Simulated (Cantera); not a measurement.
A closed system holds: 1 mol C₂H₂, 0.32 mol H₂O, held at 1075 K and 11.0 mbar.

Method: chemical equilibrium by Gibbs-energy minimisation in Cantera with the NASA 1993 tables (ideal gas, pure condensed phases). Candidate condensed phases: C, C₆H₆, C₇H₈, C₈H₁₈, H₂O; 110 gas species. Equilibrium is a limit: real reactors are often held back by kinetics, nucleation or transport.

Base state: H₂ 0.804, CO 0.195, CH₄ 0.000321, H₂O 0.000218, CO₂ 5.68e-5 (mole fractions); condensed: C(graphite).

What changes in the equilibrium state with this change: temperature from 1075 K to 1850 K?


| species | before | after |
|---|---|---|
| H₂ | 0.804 | 0.801 |
| CO | 0.195 | 0.195 |
| H | 1.25e-7 | 0.00460 |
| CH₄ | 0.000321 | 4.61e-6 |
| C₂H₂ (acetylene) | 6.05e-9 | 0.000209 |
| CO₂ | 5.68e-5 | 2.33e-8 |
| H₂O | 0.000218 | 3.84e-7 |
| C(graphite), mol | 1.68 | 1.68 |

What changes in the equilibrium state with this change: pressure from 11.0 mbar to 1.20 bar?


```tsv
species	before	after
H₂	0.804	0.767
CO	0.195	0.176
CH₄	0.000321	0.0318
H₂O	0.000218	0.0204
CO₂	5.68e-5	0.00504
C(graphite), mol	1.68	1.67
```
